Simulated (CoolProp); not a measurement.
A simple Rankine cycle with R134a: condensing at 295.15 K, boiler at 3.17 MPa, turbine inlet 364 K, turbine efficiency 0.85, pump efficiency 0.8, no recuperator. Each further row changes one setting.

Values from CoolProp's reference Helmholtz-energy equation of state, Tillner-Roth 1994.

| case | thermal efficiency (%) | net work (kJ/kg) | heat in (kJ/kg) | turbine exit temperature (K) | volume ratio over the turbine |
|---|---|---|---|---|---|
| as stated | 11.8 | 23.3 | 198 | 295.2 | 6.45 |
| turbine inlet 384 K | 12.5 | 29.1 | ___ | 319.1 | 5.67 |
| condensing temperature 287.15 K | 13.1 | 27.4 | 210 | 287.1 | 8.30 |
| boiler pressure 2.22 MPa | 10.3 | 23.1 | ___ | 315.5 | 3.83 |
| turbine efficiency 0.75 | ___ | 20.3 | 198 | 295.2 | ___ |

Q: Fill in the missing entries.

A: 
- turbine inlet 384 K, heat in (kJ/kg): 233
- boiler pressure 2.22 MPa, heat in (kJ/kg): 224
- turbine efficiency 0.75, thermal efficiency (%): 10.2
- turbine efficiency 0.75, volume ratio over the turbine: 6.56

The expansion ends wet for: as stated; condensing temperature 287.15 K; turbine efficiency 0.75.
